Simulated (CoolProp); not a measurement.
Properties of carbon monoxide at several states.

The numbers come from the reference Helmholtz-energy equation of state, Lemmon 2006 in CoolProp. It is a short technical equation, of lower accuracy than the large ones.

| T (K) | p (MPa) | phase | cv (kJ/(kg K)) | speed of sound (m/s) | isothermal compressibility (1/MPa) | expansivity (1/kK) | fugacity coefficient |
|---|---|---|---|---|---|---|---|
| 453.5 | 0.465 | gas | ___ | ___ | 2.147 | 2.212 | 1.002 |
| 326.1 | 5 | supercritical | ___ | 379.2 | 0.1988 | 3.364 | 0.9971 |
| 144 | 0.197 | gas | ___ | 242.8 | 5.154 | 7.264 | 0.9852 |

Task: Some entries are withheld; supply them.

Result: 
- 453.5, cv (kJ/(kg K)): 0.7587
- 453.5, speed of sound (m/s): 434.0
- 326.1, cv (kJ/(kg K)): 0.7550
- 144, cv (kJ/(kg K)): 0.7469
